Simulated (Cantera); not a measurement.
A freely propagating, adiabatic, planar premixed flame of 41.7 % H₂, 11.6 % O₂, 43.4 % N₂, 3.30 % H₂O, unburnt at 550 K and 7500 Torr; multicomponent transport, grid criteria slope 0.08 and curve 0.16, no radiation.

Model: the H2/O2 subset of GRI-Mech 3.0, which has no nitrogen chemistry, integrated in Cantera. The hydrogen kinetics of GRI-Mech 3.0 are dated; newer H2 mechanisms differ, most at raised pressure. Burning velocities carry a grid error of a few per cent, more on coarse grids.

x: mole fraction of selected species; z is measured from the peak of heat release.

```csv
z (mm),T (K),u (m/s),x H₂,x O₂,x H₂O,x O,x H,x OH
-0.0685,550,6.29,0.417,0.116,0.0330,<1e-8,<1e-8,<1e-8
-0.0457,550,6.29,0.417,0.116,0.0330,<1e-8,<1e-8,<1e-8
-0.0343,551,6.29,0.417,0.116,0.0330,<1e-8,<1e-8,<1e-8
-0.0228,555,6.32,0.415,0.116,0.0332,1.14e-7,<1e-8,<1e-8
-0.0114,___,7.33,0.396,0.117,0.0394,1.36e-5,6.35e-5,5.95e-5
-0.00571,___,10.7,0.356,0.105,0.0741,0.000236,0.00265,0.000891
0,___,14.7,0.295,0.0754,0.142,0.00115,0.0133,0.00190
0.00571,___,17.6,0.240,0.0404,0.211,0.00173,0.0262,0.00341
0.0114,1853,19.1,0.209,0.0182,0.254,0.00143,0.0328,0.00446
0.0228,1995,20.5,0.192,0.00364,0.283,0.000780,0.0322,0.00497
0.0457,2099,21.4,0.193,0.000465,0.292,0.000383,0.0238,0.00425
0.0913,2176,22.1,0.198,0.000122,0.295,0.000160,0.0150,0.00299
0.183,2227,22.5,0.201,4.16e-5,0.298,5.52e-5,0.00862,0.00185
```

Fill in the missing entries.


- -0.0114, T (K): 658
- -0.00571, T (K): 991
- 0, T (K): 1404
- 0.00571, T (K): 1692
